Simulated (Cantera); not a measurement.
**Equilibrium for carbothermic reduction: PbO + CH₄ + H₂**

Input: 1 mol PbO, a varied amount of CH₄, 12 mol H₂, equilibrated at 2000 °C and 0.00140 bar.

Method: chemical equilibrium by Gibbs-energy minimisation in Cantera with the NASA 1993 tables (ideal gas, pure condensed phases). Candidate condensed phases: C, C₆H₆, C₇H₈, C₈H₁₈, H₂O, Pb, PbO, PbO₂, Pb₃O₄; 113 gas species. Rates play no part.

From 0.59 mol CH₄ to 1 mol CH₄ nothing is condensed. From 1.4 mol CH₄ to 3.5 mol CH₄ the condensed part is C(graphite). The main Pb-bearing gas is Pb throughout.

```csv
n(CH₄) (mol),log p H₂,log p H,log p Pb,log p CO,log p H₂O,log p C₂H₂ (acetylene),log p OH,n C(graphite)
0.59,-3.01,-3.58,-4.07,-4.30,-4.48,<-14,-5.86,0
1,-3.01,-3.58,-4.10,-4.10,-9.34,-9.67,-10.72,0
1.4,-3.01,-3.58,-4.12,-4.12,-11.47,-5.43,-12.85,0.300
1.8,-3.01,-3.58,-4.14,-4.14,-11.49,-5.43,-12.87,0.695
2.2,-3.00,-3.58,-4.16,-4.16,-11.51,-5.43,-12.89,1.09
2.6,-3.00,-3.58,-4.18,-4.18,-11.52,-5.42,-12.91,1.48
3,-3.00,-3.57,-4.20,-4.20,-11.54,-5.42,-12.93,1.88
3.5,-3.00,-3.57,-4.22,-4.22,-11.56,-5.42,-12.95,2.37
```
log p: log10 of the partial pressure in bar; n: condensed amount in mol.
